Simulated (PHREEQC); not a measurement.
0.1 mol of Ag3PO4 (Ag3PO4) is brought to equilibrium with 1 kg of water holding 0.1 mol NaCl, at 25 °C, the pH being set by adding NaOH or HCl. O2 is buffered at 0.21 atm. No CO2 enters from the air. Only these solids could form: Ag3PO4, Cerargyrite, Ag2O.

The numbers come from PHREEQC with the ion-association model with all activity coefficients set to 1, wateq4f.dat.

**Question.** Predict dissolved Ag (mol/kgw), Cerargyrite (mol), Ag+ (mol/kgw) at pH = 8.5, 9.06, 11.31.

**Answer.** 
```json
[
 {"pH": "8.5", "dissolved Ag (mol/kgw)": "7.85e-5", "Cerargyrite (mol)": "0.153", "Ag+ (mol/kgw)": "7.81e-5"},
 {"pH": "9.06", "dissolved Ag (mol/kgw)": "5.10e-5", "Cerargyrite (mol)": "0.151", "Ag+ (mol/kgw)": "5.06e-5"},
 {"pH": "11.31", "dissolved Ag (mol/kgw)": "1.22e-5", "Cerargyrite (mol)": "0.1000", "Ag+ (mol/kgw)": "9.56e-6"}
]
```

Species that the database lacks are ignored. H3PO4, which wateq4f.dat lacks, is added to it with the constant of phreeqc.dat. The database has no phosphate complexes of Ag.
